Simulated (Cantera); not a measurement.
Input: 1 mol Zr, 29 mol H2O, 7.1 mol H2, held at 11.0 Pa.

Cantera equilibrium calculation (NASA polynomials, part measured and part estimated; ideal gas, pure solids and liquids). Candidate condensed phases: H2O, Zr, ZrO2; 12 gas species. Equilibrium is a limit: real reactors are often held back by kinetics, nucleation or transport.

Q: At 1723 K, list the 6 most abundant gas species with their mole fractions, and the condensed phases.

A: H2O 0.743, H2 0.247, H 0.00865, OH 0.00142, O2 5.31e-5, O 3.95e-5. Condensed: ZrO2(tetragonal).
